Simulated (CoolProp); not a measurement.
The fluid at 293.15 K and 17.6 MPa is compressed adiabatically to 111 MPa with isentropic efficiency 0.6. The same conditions are run with several fluids, on thermodynamics alone (safety and materials aside).

Values from CoolProp's reference Helmholtz-energy equation of state of each fluid (ethylene: Smukala 2000; nitrogen: Span 2000; normal hydrogen: Leachman 2009).

**Question.** Rank ethylene, nitrogen, normal hydrogen by work (kJ/kg), highest first.

**Answer.** normal hydrogen (6110), nitrogen (470), ethylene (339)

```json
[
 {"fluid": "ethylene", "final temperature (K)": "407.3", "final density (kg/m³)": "465"},
 {"fluid": "nitrogen", "final temperature (K)": "646.0", "final density (kg/m³)": "367"},
 {"fluid": "normal hydrogen", "final temperature (K)": "657.6", "final density (kg/m³)": "31.0"}
]
```
